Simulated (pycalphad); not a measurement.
**Effect of Cu content in Si-Cu**

Source of the numbers: pycalphad with the COST 507 light-alloy database (1999); pressure 1 atm. These are 1990s assessments: newer ones move some temperatures and phases. Phase fractions are per mole of atoms. Kinetics are ignored, which matters at the lower temperatures.

```
alloy              liquidus (°C)   first solid  solidus (°C)                     phases at 277 °C
-----------------  -------------  ------------  ------------  -----------------------------------
Si-23.13Cu (at.%)           1270  diamond (Si)           801  diamond (Si) 0.70, CU19SI6_ETA 0.30
Si-46.25Cu (at.%)           1099  diamond (Si)           801  CU19SI6_ETA 0.61, diamond (Si) 0.39
Si-92.5Cu (at.%)            1001           fcc           930           fcc 0.89, CU19SI6_ETA 0.11
```

Database names, with the compositions (at.%) that they take in these runs: CU19SI6_ETA: Cu 76 Si 24.
